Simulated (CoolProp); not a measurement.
Vapour-liquid equilibrium of m-xylene (1) + n-undecane (2) at 110.35 °C; x and y are mole fractions of (1).

Values from CoolProp's multi-fluid Helmholtz-energy mixture model, Zhou 2012 and Aleksandrov 2011; pair parameters Bell 2016.

### Question
Give the bubble pressure and the first vapour's composition at x = 0.275, 0.575, 0.725. Is there an azeotrope?

### Answer
x = 0.275: 0.01654 MPa, y = 0.696; x = 0.575: 0.02748 MPa, y = 0.893; x = 0.725: 0.03318 MPa, y = 0.943. No azeotrope shows between x = 0.05 and 0.95.

Pair parameters are fitted to limited data, so mixtures are less certain than the pure fluids.
